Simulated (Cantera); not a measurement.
Input: 1 mol Ti, 0.092 mol O2, 42 mol CO, equilibrated at 2023 K and 1 atm.

These are equilibrium values from Cantera (NASA tables, ideal gas, pure condensed phases), not measurements of a reactor. Candidate condensed phases: C, Ti, TiC, TiO, TiO2, Ti2O3, Ti3O5, Ti4O7; 15 gas species. Mutual solubility and eutectic melting of coexisting phases are not modelled. TiC: taken at fixed stoichiometry. The numbers say what is thermodynamically allowed, not how fast it happens.

Base state: CO 1.000, CO2 0.000239 (mole fractions); condensed: TiC(s) + Ti2O3(s).

Task: What changes in the equilibrium state with this change: temperature from 2023 K to 1198 K?

Result: 
| species | before | after |
|---|---|---|
| CO | 1.000 | 0.981 |
| CO2 | 0.000239 | 0.0190 |
| TiC(s), mol | 0.530 | 0 |
| Ti2O3(s), mol | 0.235 | 0 |
| C(graphite), mol | 0 | 2.56 |
| TiO2(rutile), mol | 0 | 1.00 |
